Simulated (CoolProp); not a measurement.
Vapour-liquid equilibrium of hydrogen sulfide (1) + n-butane (2) at 325.2 K; x and y are mole fractions of (1).

Model: multi-fluid Helmholtz-energy mixture model, Lemmon 2006 and Bücker 2006; pair parameters Kunz 2012, in CoolProp.

```tsv
x	bubble pressure, mixture model (MPa)	bubble pressure, Raoult's law (MPa)	y, mixture model	y, Raoult's law
0.05	0.7468	0.6820	0.296	0.272
0.15	1.171	1.000	0.559	0.556
0.25	1.558	1.319	0.680	0.703
0.35	1.906	1.637	0.751	0.792
0.45	2.223	1.956	0.800	0.853
0.55	2.516	2.274	0.839	0.897
0.65	2.792	2.593	0.872	0.929
0.75	3.057	2.911	0.904	0.955
0.85	3.316	3.229	0.937	0.976
0.95	3.575	3.548	0.976	0.993
```

The largest gap from Raoult's law is +18.1 % in bubble pressure, at x = 0.25. No azeotrope shows between x = 0.05 and 0.95.

Pair parameters are fitted to limited data, so mixtures are less certain than the pure fluids.
